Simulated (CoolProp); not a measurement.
The numbers come from the reference Helmholtz-energy equation of state, Wu 2012 in CoolProp.

### Question
Give the vapour pressure (kPa), vapour density (kg/m³), enthalpy of vaporisation (kJ/kg), liquid cp (kJ/(kg K)) of saturated fluoroethane (R161) at 285.4, 301.7 K.

### Answer
| T (K) | p (kPa) | vapour density (kg/m³) | enthalpy of vaporisation (kJ/kg) | liquid cp (kJ/(kg K)) |
|---|---|---|---|---|
| 285.4 | 642 | 14.9 | 361 | 2.20 |
| 301.7 | 1020 | 23.7 | 334 | 2.32 |
